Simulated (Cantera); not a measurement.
Transport properties of process gases

Gas mixture: C3H8 : N2 : C2H2 = 0.67 : 0.29 : 0.1 (molar parts), at 100.0 Torr, frozen composition.

Cantera's kinetic-theory transport with the Lennard-Jones parameters of GRI-Mech 3.0, ideal gas; thermal conductivity in the mixture-averaged form. The composition is frozen, though it would react at the higher temperatures.

```csv
T (K),ρ (kg/m³),cp (J/kg/K),μ (µPa s),λ (mW/m/K),Pr,D (cm²/s) H2O,D (cm²/s) H,D (cm²/s) C2H2
400,0.152,1901,12.9,31.7,0.776,1.85,10.1,1.37
600,0.102,2501,18.1,55.1,0.822,4.04,20.8,2.86
800,0.0762,2960,22.6,78.4,0.853,6.89,34.3,4.75
1000,0.0609,3310,26.5,101,0.872,10.3,50.2,6.99
1200,0.0508,3551,30.2,122,0.878,14.2,68.4,9.54
1400,0.0435,3752,33.5,142,0.884,18.6,88.6,12.4
1600,0.0381,3917,36.7,162,0.889,23.4,111,15.5
1800,0.0338,4052,39.7,180,0.894,28.7,135,18.9
```
D: mixture-averaged diffusion coefficient of that species in the mixture.
